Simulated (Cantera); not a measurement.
Input (Python, Cantera):

```python
import numpy as np
import cantera as ct

gas = ct.Solution("h2o2.yaml")
gas.TPX = 600, 500000, {'H2': 1, 'O2': 0.312, 'N2': 1.17}
flame = ct.FreeFlame(gas, width=0.013)
flame.set_refine_criteria(ratio=3, slope=0.08, curve=0.16)
flame.transport_model = "mixture-averaged"
flame.solve(loglevel=0, auto=True)
z, T = flame.grid, flame.T
thick = (T[-1] - T[0]) / np.gradient(T, z).max()
show = ['H2', 'O2', 'H2O2', 'OH', 'H2O', 'O']
print(f"laminar burning velocity  {flame.velocity[0] * 100:.3f} cm/s")
print(f"burnt temperature         {T[-1]:.1f} K")
print(f"thermal thickness         {thick * 1e3:.4f} mm")
print(f"grid points               {len(z)}")
z0 = z[flame.heat_release_rate.argmax()]
print(f"{'z/mm':>9s}{'T/K':>9s}{'u/(m/s)':>9s}" + "".join(f"{s:>11s}" for s in show))
rows = []
for k in (-3, -2, -1.5, -1, -0.5, -0.25, 0, 0.25, 0.5, 1, 2, 4, 8):
    zz = z0 + k * thick
    rows.append([k * thick, np.interp(zz, z, T), np.interp(zz, z, flame.velocity),
                 *(np.interp(zz, z, flame.X[gas.species_index(s)]) for s in show)])
    print(f"{rows[-1][0] * 1e3:9.3f}{rows[-1][1]:9.1f}{rows[-1][2]:9.3f}" + "".join(f"{x:11.3e}" for x in rows[-1][3:]))
```

Output:

```
laminar burning velocity  941.574 cm/s
burnt temperature         2451.0 K
thermal thickness         0.0560 mm
grid points               113
     z/mm      T/K  u/(m/s)         H2         O2       H2O2         OH        H2O          O
   -0.168    600.0    9.416  4.029e-01  1.257e-01  2.969e-14  1.561e-15  1.859e-11  4.471e-14
   -0.112    600.0    9.416  4.029e-01  1.257e-01  1.688e-12  1.225e-13  7.823e-10  3.508e-12
   -0.084    600.0    9.416  4.029e-01  1.257e-01  6.673e-11  5.474e-12  2.218e-08  1.565e-10
   -0.056    600.3    9.416  4.026e-01  1.258e-01  7.972e-09  7.077e-10  1.651e-06  1.473e-08
   -0.028    642.4    9.956  3.937e-01  1.263e-01  1.203e-05  8.348e-05  1.616e-03  1.400e-05
   -0.014    936.7   14.058  3.526e-01  1.183e-01  5.183e-05  1.186e-03  2.848e-02  4.085e-04
    0.000   1384.9   20.170  2.674e-01  8.243e-02  1.434e-05  3.236e-03  1.080e-01  2.913e-03
    0.014   1699.3   24.458  1.899e-01  3.510e-02  3.458e-06  6.674e-03  1.975e-01  4.436e-03
    0.028   1858.6   26.579  1.580e-01  1.270e-02  2.010e-06  8.637e-03  2.401e-01  3.759e-03
    0.056   2006.2   28.452  1.491e-01  3.089e-03  1.089e-06  9.573e-03  2.606e-01  2.649e-03
    0.112   2141.1   30.090  1.538e-01  1.289e-03  5.943e-07  8.840e-03  2.683e-01  1.634e-03
    0.224   2253.9   31.411  1.590e-01  6.567e-04  3.408e-07  7.108e-03  2.744e-01  8.480e-04
    0.448   2339.9   32.392  1.630e-01  2.858e-04  1.880e-07  5.073e-03  2.795e-01  3.698e-04
```

Detailed kinetics in Cantera: the H2/O2 subset of GRI-Mech 3.0, which has no nitrogen chemistry. The hydrogen kinetics of GRI-Mech 3.0 are dated; newer H2 mechanisms differ, most at raised pressure. Burning velocities carry a grid error of a few per cent, more on coarse grids.
